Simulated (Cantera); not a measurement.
A freely propagating, adiabatic, planar premixed flame of H2 : O2 : N2 : H2O = 1 : 0.455 : 2.09 : 0.075 (molar parts), unburnt at 550 K and 62000 Pa; mixture-averaged transport, grid criteria slope 0.08 and curve 0.16, no radiation.

Computed with Cantera and the H2/O2 subset of GRI-Mech 3.0, which has no nitrogen chemistry. Burning velocities carry a grid error of a few per cent, more on coarse grids.

**Question.** What does this change do: inlet temperature 550 to 675 K?

**Answer.** 
```
quantity                    before     after
------------------------  --------  --------
laminar burning velocity  529 cm/s  796 cm/s
thermal thickness         0.886 mm  0.991 mm
peak x(H)                   0.0566    0.0644
peak x(HO2)               0.000225  0.000158
peak x(OH)                  0.0126    0.0143
```

**Question.** What does this change do: O2 0.455 to 0.35 parts?

**Answer.** 
```
quantity                    before     after
------------------------  --------  --------
laminar burning velocity  529 cm/s  477 cm/s
thermal thickness         0.886 mm  0.872 mm
peak x(H)                   0.0566    0.0584
peak x(HO2)               0.000225  0.000187
peak x(OH)                  0.0126   0.00570
```
